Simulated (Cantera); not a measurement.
What does this Cantera script print?

```python
import numpy as np
import cantera as ct

gas = ct.Solution("gri30.yaml")
gas.TPX = 1698, 101325, {'CH4': 1, 'C2H6': 0.06, 'O2': 1.05, 'N2': 3.96}
reactor = ct.IdealGasConstPressureReactor(gas, energy="on", clone=False)
net = ct.ReactorNet([reactor])
net.rtol, net.atol = 1e-08, 1e-16
show = ['CH4', 'C2H6', 'O2', 'H2O', 'CH2', 'H2', 'CH3']
times = np.geomspace(1e-06, 1, 15)

steps = ct.SolutionArray(gas, extra=["t"])
rows = []
print(f"{'t/s':>10s}{'T/K':>9s}{'P/Pa':>11s}" + "".join(f"{s:>11s}" for s in show))
for t in times:
    while net.time < t:
        t_next = net.step()
        steps.append(gas.state, t=t_next)
    rows.append([np.interp(t, steps.t, y) for y in (steps.T, steps.P, *steps(*show).X.T)])
    print(f"{t:10.3e}{rows[-1][0]:9.1f}{rows[-1][1]:11.4g}" + "".join(f"{x:11.3e}" for x in rows[-1][2:]))
rate = np.gradient(steps.T, steps.t)
print("integrator steps:", len(steps.t))
if steps.T.max() > steps.T[0] + 200:
    print(f"time of steepest temperature rise: {steps.t[rate.argmax()]:.4e} s")
gas.TPX = 1698, 101325, {'CH4': 1, 'C2H6': 0.06, 'O2': 1.05, 'N2': 3.96}
gas.equilibrate("HP")
print(f"equilibrium (HP): T = {gas.T:.1f} K  " + "  ".join(f"{s} {gas[s].X[0]:.3e}" for s in show))
```

Result:

```
       t/s      T/K       P/Pa        CH4       C2H6         O2        H2O        CH2         H2        CH3
 1.000e-06   1697.1  1.013e+05  1.647e-01  9.775e-03  1.730e-01  1.805e-06  1.632e-09  2.547e-06  2.179e-04
 2.683e-06   1695.7  1.013e+05  1.647e-01  9.589e-03  1.729e-01  1.451e-05  1.305e-08  1.434e-05  5.742e-04
 7.197e-06   1692.4  1.013e+05  1.644e-01  9.106e-03  1.727e-01  1.331e-04  9.897e-08  1.239e-04  1.437e-03
 1.931e-05   1689.8  1.013e+05  1.622e-01  8.035e-03  1.714e-01  1.311e-03  5.403e-07  1.277e-03  2.910e-03
 5.179e-05   1724.1  1.013e+05  1.472e-01  5.720e-03  1.611e-01  1.139e-02  2.191e-06  1.049e-02  4.239e-03
 1.389e-04   2655.5  1.013e+05  7.033e-04  4.107e-08  1.915e-05  1.287e-01  6.619e-05  1.612e-01  6.926e-04
 3.728e-04   2630.5  1.013e+05  6.728e-07  4.752e-14  2.008e-05  1.175e-01  7.423e-08  1.742e-01  7.515e-07
 1.000e-03   2602.3  1.013e+05  1.647e-11  5.524e-23  3.628e-05  1.163e-01  3.846e-12  1.725e-01  2.515e-11
 2.683e-03   2597.5  1.013e+05  1.375e-11  4.198e-23  3.999e-05  1.162e-01  3.499e-12  1.721e-01  2.202e-11
 7.197e-03   2597.9  1.013e+05  1.362e-11  4.123e-23  4.019e-05  1.162e-01  3.472e-12  1.721e-01  2.183e-11
 1.931e-02   2598.0  1.013e+05  1.358e-11  4.103e-23  4.024e-05  1.162e-01  3.465e-12  1.721e-01  2.178e-11
 5.179e-02   2598.0  1.013e+05  1.358e-11  4.102e-23  4.025e-05  1.162e-01  3.465e-12  1.721e-01  2.178e-11
 1.389e-01   2598.0  1.013e+05  1.358e-11  4.102e-23  4.025e-05  1.162e-01  3.465e-12  1.721e-01  2.178e-11
 3.728e-01   2598.0  1.013e+05  1.358e-11  4.102e-23  4.025e-05  1.162e-01  3.465e-12  1.721e-01  2.178e-11
 1.000e+00   2598.0  1.013e+05  1.358e-11  4.102e-23  4.025e-05  1.162e-01  3.465e-12  1.721e-01  2.178e-11
integrator steps: 1622
time of steepest temperature rise: 1.0472e-04 s
equilibrium (HP): T = 2598.0 K  CH4 1.522e-11  C2H6 5.038e-23  O2 4.025e-05  H2O 1.162e-01  CH2 3.741e-12  H2 1.721e-01  CH3 2.441e-11
```

Cantera simulation using GRI-Mech 3.0 (53 species, 325 reactions); the numbers are that mechanism's predictions, not measurements.
